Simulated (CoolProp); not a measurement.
Saturated liquid density (kg/m³) of acetone: the reference equation beside estimates from Tc = 508.1 K, pc = 4692 kPa, ω = 0.307.

Model: reference Helmholtz-energy equation of state, Lemmon 2006, in CoolProp. It is a short technical equation, of lower accuracy than the large ones.

```
T (K)  reference  van der Waals  Redlich-Kwong  Soave-Redlich-Kwong
-----  ---------  -------------  -------------  -------------------
251.5      835.3          424.1          629.9                646.6
263.4      822.6          418.5          620.7                638.7
275.3          …          412.8          611.1                630.4
287.2      796.8          406.8          601.1                621.7
299.2      783.5              …          590.5                    …
311.1      770.0              …          579.6                602.6
323        756.3          387.7          568.1                592.2
335        742.1          380.8          556.0                581.2
346.9      727.6          373.7          543.5                569.5
358.8          …          366.2          530.3                557.1
370.7          …          358.4          516.4                543.9
382.7      680.8          350.2          501.7                529.6
```

### Question
Complete the blanks.

### Answer

- 275.3, reference: 809.8
- 299.2, van der Waals: 400.7
- 299.2, Soave-Redlich-Kwong: 612.4
- 311.1, van der Waals: 394.3
- 358.8, reference: 712.6
- 370.7, reference: 697.1

Absolute difference from the reference over all 12 rows, mean and median: van der Waals 48.8 and 48.8 %, Redlich-Kwong 25.1 and 24.8 %, Soave-Redlich-Kwong 22.0 and 21.9 %.
